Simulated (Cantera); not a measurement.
## Reactions in the system N-O-Si

Cantera with NASA thermochemical tables; ideal gases at 1 bar, condensed phases pure. Values are per mole of reaction as written; species without (g) are pure solids or liquids, kept so even where they would boil at 1 bar.

12 NO(g) + 9 SiO(g) ⇌ 3 Si3N4 + 7 O3(g)

```json
[
 {"T (K)": "1950", "ΔH° (kJ)": "-1208.5", "ΔS° (J/K)": "-2242.3", "ΔG° (kJ)": "3164.0", "log10 K": "-84.75"},
 {"T (K)": "2025", "ΔH° (kJ)": "-1189.2", "ΔS° (J/K)": "-2232.6", "ΔG° (kJ)": "3331.8", "log10 K": "-85.94"},
 {"T (K)": "2100", "ΔH° (kJ)": "-1169.0", "ΔS° (J/K)": "-2222.8", "ΔG° (kJ)": "3498.9", "log10 K": "-87.03"},
 {"T (K)": "2175", "ΔH° (kJ)": "-1147.9", "ΔS° (J/K)": "-2212.9", "ΔG° (kJ)": "3665.2", "log10 K": "-88.02"},
 {"T (K)": "2250", "ΔH° (kJ)": "-1125.9", "ΔS° (J/K)": "-2203.0", "ΔG° (kJ)": "3830.8", "log10 K": "-88.93"}
]
```

3 Si(g) + 4 NO2(g) ⇌ 8 O(g) + Si3N4

```
T (K)  ΔH° (kJ)  ΔS° (J/K)  ΔG° (kJ)  log10 K
-----  --------  ---------  --------  -------
1950     -149.8       37.0    -221.9     5.94
2025     -145.8       39.0    -224.7     5.80
2100     -141.9       40.9    -227.7     5.66
2175     -138.0       42.7    -230.9     5.54
2250     -134.2       44.4    -234.1     5.44
```
